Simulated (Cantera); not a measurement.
An adiabatic, constant-pressure homogeneous reactor starts with CH4 : C2H6 : C3H8 : O2 : N2 : CO2 = 1 : 0.039 : 1.4 : 4.57 : 42 : 3.8 (molar parts), at 1225 K and 12.8 atm.

Model: GRI-Mech 3.0 (53 species, 325 reactions), integrated in Cantera. GRI-Mech 3.0 was tuned for natural gas; its chemistry of propane as a main component is partial and can be far from experiment. The pressure lies above the range GRI-Mech 3.0 was tuned for (to about 10 atm).

Predict: time of steepest temperature rise; temperature at 3.00 s; equilibrium temperature; x(CH4) at 3.00 s; x(HCO) at 3.00 s.

time of steepest temperature rise: 1.95 ms
temperature at 3.00 s: 1801 K
equilibrium temperature: 1801 K
x(CH4) at 3.00 s: 4.95e-9 (gas-phase equilibrium 5.31e-9)
x(HCO) at 3.00 s: 1.82e-8 (gas-phase equilibrium 1.82e-8)
